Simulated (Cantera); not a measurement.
Input: 1 mol Na₂CO₃, 1.3 mol H₂, 0.013 mol CO₂, equilibrated at 1.43 Torr.

Equilibrium computed with Cantera from the NASA thermochemical tables; the gas is ideal and each condensed phase is pure. Candidate condensed phases: C, C₆H₆, C₇H₈, C₈H₁₈, H₂O, Na, NaOH, NaO₂, Na₂CO₃, Na₂O, Na₂O₂; 117 gas species. Equilibrium is a limit: real reactors are often held back by kinetics, nucleation or transport. All values below are at 950 K.

Base state: H₂ 0.956, H₂O 0.0191, CO 0.0142, Na 0.00983, CO₂ 0.000508, NaOH 0.000125 (mole fractions); condensed: Na₂CO₃(s).

Question: What changes in the equilibrium state with this change: CO₂ from 0.013 to 0.62 mol?

Answer: 
```csv
species,before,after
H₂,0.956,0.487
H₂O,0.0191,0.190
CO,0.0142,0.190
CO₂,0.000508,0.133
Na,0.00983,0.000137
NaOH,0.000125,2.43e-5
"Na₂CO₃(s), mol",0.993,1.000
```
